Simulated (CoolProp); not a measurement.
trans-2-butene along the isotherm 446.8 K: fugacity coefficient from the reference equation and from simpler models built on Tc = 428.6 K, pc = 4.019 MPa, ω = 0.210; each cubic takes its own stable root.

Values from CoolProp's reference Helmholtz-energy equation of state, Lemmon 2005. It is a short technical equation, of lower accuracy than the large ones.

```tsv
p (MPa)	phase	reference	van der Waals	Peng-Robinson
0.223	gas	0.9833	0.9851	0.9816
0.447	gas	0.9665	0.9702	?
0.67	gas	0.9500	?	0.9452
0.893	gas	?	?	0.9274
1.12	gas	?	0.9257	0.9094
1.34	gas	0.9007	0.9112	0.8921
1.56	gas	0.8847	0.8967	0.8750
1.79	gas	0.8680	0.8815	0.8573
2.01	gas	0.8521	0.8670	0.8406
```

**Question.** What belongs in the gaps?

**Answer.** 
- 0.447, Peng-Robinson: 0.9632
- 0.67, van der Waals: 0.9555
- 0.893, reference: 0.9335
- 0.893, van der Waals: 0.9407
- 1.12, reference: 0.9168
